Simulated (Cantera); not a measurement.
A perfectly stirred reactor is fed with 3.48 % CH4, 94.8 % H2, 1.74 % O2, at 12.8 Torr; it is held at 2348 K, and followed from long to short residence time.

Cantera simulation using GRI-Mech 3.0 (53 species, 325 reactions); the numbers are that mechanism's predictions, not measurements. Radical loss at walls, strong at low pressure, is not modelled. The temperature is held fixed by assumption; the heat of reaction is taken as removed at once.

One state of this run: x CH4 = 0.00242; x H2 = 0.925; x O2 = 5.78e-5; x CH2 = 5.70e-5; x CO = 0.0116; x H2O = 0.0215; x CO2 = 4.66e-5. x: mole fraction; the columns are a selection and need not sum to one.

Q: Which value of τ (s) does it belong to?
(A) 1.2
(B) 0.030
(C) 0.0070
(D) 0.13

A: B, 0.030
